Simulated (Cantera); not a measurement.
What does this Cantera script print?

```python
import numpy as np
import cantera as ct

gas = ct.Solution("gri30.yaml")
gas.TPX = 1275, 1333, {'H2': 0.15, 'O2': 1, 'N2': 2.4}
reactor = ct.IdealGasConstPressureReactor(gas, energy="off", clone=False)
net = ct.ReactorNet([reactor])
net.rtol, net.atol = 1e-08, 1e-18
show = ['H2', 'O2', 'NO', 'NO2', 'H2O', 'HO2', 'H2O2']
times = np.geomspace(3e-06, 7, 15)

steps = ct.SolutionArray(gas, extra=["t"])
rows = []
print(f"{'t/s':>10s}{'T/K':>9s}{'P/Pa':>11s}" + "".join(f"{s:>11s}" for s in show))
for t in times:
    while net.time < t:
        t_next = net.step()
        steps.append(gas.state, t=t_next)
    rows.append([np.interp(t, steps.t, y) for y in (steps.T, steps.P, *steps(*show).X.T)])
    print(f"{t:10.3e}{rows[-1][0]:9.1f}{rows[-1][1]:11.4g}" + "".join(f"{x:11.3e}" for x in rows[-1][2:]))
rate = np.gradient(steps.T, steps.t)
print("integrator steps:", len(steps.t))
if steps.T.max() > steps.T[0] + 200:
    print(f"time of steepest temperature rise: {steps.t[rate.argmax()]:.4e} s")
gas.TPX = 1275, 1333, {'H2': 0.15, 'O2': 1, 'N2': 2.4}
gas.equilibrate("TP")
print(f"equilibrium (TP): T = {gas.T:.1f} K  " + "  ".join(f"{s} {gas[s].X[0]:.3e}" for s in show))
```

Output:

```
       t/s      T/K       P/Pa         H2         O2         NO        NO2        H2O        HO2       H2O2
 3.000e-06   1275.0       1333  4.225e-02  2.817e-01  1.888e-24  7.084e-34  2.549e-14  1.245e-10  1.198e-15
 8.550e-06   1275.0       1333  4.225e-02  2.817e-01  4.357e-23  5.002e-32  5.614e-13  3.549e-10  9.653e-15
 2.437e-05   1275.0       1333  4.225e-02  2.817e-01  1.062e-21  4.589e-30  1.218e-11  1.012e-09  7.852e-14
 6.945e-05   1275.0       1333  4.225e-02  2.817e-01  2.569e-20  5.248e-28  2.351e-10  2.883e-09  6.337e-13
 1.979e-04   1275.0       1333  4.225e-02  2.817e-01  5.950e-19  7.565e-26  4.028e-09  8.220e-09  5.102e-12
 5.642e-04   1275.0       1333  4.225e-02  2.817e-01  1.673e-17  1.407e-23  9.076e-08  2.351e-08  4.044e-11
 1.608e-03   1275.0       1333  4.222e-02  2.817e-01  5.672e-15  2.477e-20  2.253e-05  9.888e-08  3.434e-10
 4.583e-03   1275.0       1333  2.089e-03  2.537e-01  4.881e-08  5.485e-13  3.265e-02  1.164e-06  5.612e-08
 1.306e-02   1275.0       1333  1.389e-03  2.535e-01  3.731e-07  4.960e-12  3.461e-02  1.127e-06  4.528e-08
 3.722e-02   1275.0       1333  1.150e-03  2.560e-01  1.017e-06  1.556e-11  3.654e-02  1.107e-06  4.708e-08
 1.061e-01   1275.0       1333  6.730e-04  2.604e-01  1.735e-06  3.924e-11  3.969e-02  1.007e-06  4.746e-08
 3.024e-01   1275.0       1333  1.965e-04  2.644e-01  2.001e-06  1.105e-10  4.211e-02  6.770e-07  3.630e-08
 8.618e-01   1275.0       1333  3.094e-05  2.658e-01  2.030e-06  3.571e-10  4.289e-02  2.461e-07  1.641e-08
 2.456e+00   1275.0       1333  4.625e-06  2.661e-01  2.034e-06  6.933e-10  4.307e-02  5.769e-08  5.254e-09
 7.000e+00   1275.0       1333  8.836e-07  2.662e-01  2.036e-06  8.192e-10  4.313e-02  1.464e-08  1.553e-09
integrator steps: 1448
equilibrium (TP): T = 1275.0 K  H2 4.028e-08  O2 2.660e-01  NO 3.552e-04  NO2 5.538e-07  H2O 4.316e-02  HO2 7.838e-09  H2O2 1.160e-10
```

Detailed kinetics in Cantera: GRI-Mech 3.0 (53 species, 325 reactions). Radical loss at walls, strong at low pressure, is not modelled. The temperature is held fixed by assumption; the heat of reaction is taken as removed at once.
